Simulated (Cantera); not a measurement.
# Equilibrium for fluorocarbon and chlorocarbon gases: CH2F2 + Si + H2

Feed: 1 mol CH2F2, a varied amount of Si, 3.8 mol H2, equilibrated at 2623 K and 2.10 Pa.

Cantera equilibrium calculation (NASA polynomials, part measured and part estimated; ideal gas, pure solids and liquids). Candidate condensed phases: C, C6H6, C7H8, C8H18, Si, SiC; 113 gas species. The tables' values for SiF, SiF2, SiF3 are old estimates; treat these amounts as uncertain. The numbers say what is thermodynamically allowed, not how fast it happens.

```
n(Si) (mol)    x H   x HF     x F      x Si    x C3     x C
-----------  -----  -----  ------  --------  ------  ------
0.0067       0.756  0.144  0.0455  0.000474  0.0215  0.0209
0.013        0.756  0.143  0.0454  0.000920  0.0214  0.0209
0.027        0.755  0.143  0.0453   0.00191  0.0213  0.0209
0.055        0.754  0.142  0.0451   0.00389  0.0212  0.0208
0.11         0.751  0.140  0.0447   0.00776  0.0208  0.0207
0.22         0.746  0.137  0.0439    0.0155  0.0202  0.0205
0.45         0.736  0.130  0.0423    0.0314  0.0189  0.0201
```
x: gas mole fraction; nothing condenses.

From 0.0067 mol Si to 0.45 mol Si nothing is condensed. The main Si-bearing gas is Si throughout.
